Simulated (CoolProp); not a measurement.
The fluid at 295.96 K and 0.341 MPa (gas) is heated at constant pressure to 494.8 K. The same conditions are run with several fluids, on thermodynamics alone (safety and materials aside).

Model: reference Helmholtz-energy equation of state of each fluid (oxygen: Schmidt 1985; R407C: Lemmon 2003; hydrogen chloride: Thol 2018; R115: Lemmon 2016), in CoolProp. Blends and air are pseudo-pure fits.

```
fluid              heat (kJ/kg)  final density (kg/m³)
-----------------  ------------  ---------------------
oxygen                      188                   2.65
R407C                       198                   7.20
hydrogen chloride           162                   3.03
R115                        167                   12.9
```

Above 300 K oxygen's equation is extrapolated.
